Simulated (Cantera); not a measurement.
Charge: 1 mol Ti, 0.41 mol O2, 3.7 mol H2, at 1777 °C and 0.0440 bar.

Equilibrium computed with Cantera from the NASA thermochemical tables; the gas is ideal and each condensed phase is pure. Candidate condensed phases: H2O, Ti, TiO, TiO2, Ti2O3, Ti3O5, Ti4O7; 12 gas species. Each liquid is taken as pure. Mutual solubility and eutectic melting of coexisting phases are not modelled. TiO: taken at fixed stoichiometry. Condensed phases not in the tables: N, O or C dissolved in the metal. Kinetics and transport are ignored.

Base state: H2 0.989, H 0.0108, Ti 0.000429, TiO 3.49e-5 (mole fractions); condensed: Ti(l) + TiO(l).

**Question.** What changes in the equilibrium state with this change: Ti replaced by Ti(OiPr)4?

**Answer.** 
```tsv
species	before	after
H2	0.989	0.777
CO	0	0.213
H	0.0108	0.00953
Ti	0.000429	4.45e-8
C2H2 (acetylene)	0	0.000825
TiO	3.49e-5	1.49e-9
Ti(l), mol	0.178	0
TiO(l), mol	0.820	0
C(graphite), mol	0	6.14
TiC(s), mol	0	1.000
```
The feed counts by its element totals alone. TiC: taken at fixed stoichiometry. Further candidate phases: C, C6H6, C7H8, C8H18, TiC.

**Question.** What changes in the equilibrium state with this change: Ti replaced by TiCl4?

**Answer.** 
```json
[
 {"species": "HCl", "before": "0", "after": "0.484"},
 {"species": "H2", "before": "0.989", "after": "0.420"},
 {"species": "TiCl3", "before": "0", "after": "0.0610"},
 {"species": "TiCl2", "before": "0", "after": "0.0185"},
 {"species": "H", "before": "0.0108", "after": "0.00701"},
 {"species": "Cl", "before": "0", "after": "0.00598"},
 {"species": "TiCl4", "before": "0", "after": "0.00207"},
 {"species": "TiOCl2", "before": "0", "after": "0.000650"},
 {"species": "Ti(l), mol", "before": "0.178", "after": "0"},
 {"species": "TiO(l), mol", "before": "0.820", "after": "0"},
 {"species": "Ti2O3(s), mol", "before": "0", "after": "0.271"}
]
```
The tables' values for TiCl2, TiOCl are old estimates; treat these amounts as uncertain. Further candidate phases: TiCl2, TiCl3, TiCl4.
